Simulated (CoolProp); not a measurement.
The numbers come from the reference Helmholtz-energy equation of state, Penoncello 2003 in CoolProp.

**Question.** Give the vapour pressure (bar), vapour density (kg/m³), vapour viscosity (µPa s) of saturated CHF3 (R23) at -90.05, -77.75 °C.

**Answer.** 
| T (°C) | p (bar) | vapour density (kg/m³) | vapour viscosity (µPa s) |
|---|---|---|---|
| -90.05 | 0.622 | 2.95 | 9.03 |
| -77.75 | 1.29 | 5.84 | 9.70 |

Viscosity comes from a separate model (Shan 2000).
